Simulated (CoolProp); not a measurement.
Vapour-liquid equilibrium of carbon dioxide (1) + CHF3 (R23) (2) at 1.39 MPa; x and y are mole fractions of (1).

Values from CoolProp's multi-fluid Helmholtz-energy mixture model, Span 1996 and Penoncello 2003; pair parameters Bell 2016.

| x | bubble temperature, mixture model (°C) | bubble temperature, Raoult's law (°C) | y, mixture model | y, Raoult's law |
|---|---|---|---|---|
| 0.05 | -21.0 | -20.8 | 0.069 | 0.069 |
| 0.15 | -22.7 | -22.0 | 0.199 | 0.200 |
| 0.25 | -24.2 | -23.2 | 0.317 | 0.320 |
| 0.35 | -25.6 | -24.4 | 0.426 | 0.432 |
| 0.45 | -26.8 | -25.5 | 0.525 | 0.537 |
| 0.55 | -27.8 | -26.5 | 0.617 | 0.634 |
| 0.65 | -28.7 | -27.5 | 0.704 | 0.724 |
| 0.75 | -29.5 | -28.5 | 0.787 | 0.810 |
| 0.85 | -30.1 | -29.5 | 0.870 | 0.889 |
| 0.95 | -30.6 | -30.4 | 0.955 | 0.964 |

The largest gap from Raoult's law is -1.3 K in bubble temperature, at x = 0.55. No azeotrope shows between x = 0.05 and 0.95.

Pair parameters are fitted to limited data, so mixtures are less certain than the pure fluids.
